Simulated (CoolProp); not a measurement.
Vapour-liquid equilibrium of R152A (1) + R227EA (2) at 1.59 MPa; x and y are mole fractions of (1).

Model: multi-fluid Helmholtz-energy mixture model, Outcalt 1996 and Lemmon 2016; pair parameters Bell 2016, in CoolProp.

```json
[
 {"x": "0.05", "bubble temperature (K)": "345.8", "y at the bubble point": "0.054", "dew temperature at overall composition x (K)": "345.8", "liquid density (mol/L)": "6.842"},
 {"x": "0.2", "bubble temperature (K)": "344.5", "y at the bubble point": "0.222", "dew temperature at overall composition x (K)": "344.7", "liquid density (mol/L)": "7.417"},
 {"x": "0.35", "bubble temperature (K)": "342.7", "y at the bubble point": "0.389", "dew temperature at overall composition x (K)": "343.2", "liquid density (mol/L)": "8.059"},
 {"x": "0.5", "bubble temperature (K)": "340.8", "y at the bubble point": "0.546", "dew temperature at overall composition x (K)": "341.3", "liquid density (mol/L)": "8.777"},
 {"x": "0.65", "bubble temperature (K)": "338.9", "y at the bubble point": "0.691", "dew temperature at overall composition x (K)": "339.4", "liquid density (mol/L)": "9.588"},
 {"x": "0.8", "bubble temperature (K)": "337.3", "y at the bubble point": "0.825", "dew temperature at overall composition x (K)": "337.5", "liquid density (mol/L)": "10.51"},
 {"x": "0.95", "bubble temperature (K)": "336.0", "y at the bubble point": "0.956", "dew temperature at overall composition x (K)": "336.0", "liquid density (mol/L)": "11.58"}
]
```

No azeotrope shows between x = 0.05 and 0.95.

The pair parameters rest on a limited set of measurements; away from them the model extrapolates. The gap from Raoult's law changes sign with composition, which may be real or a fault of the pair parameters; it wasn't checked against measurements.
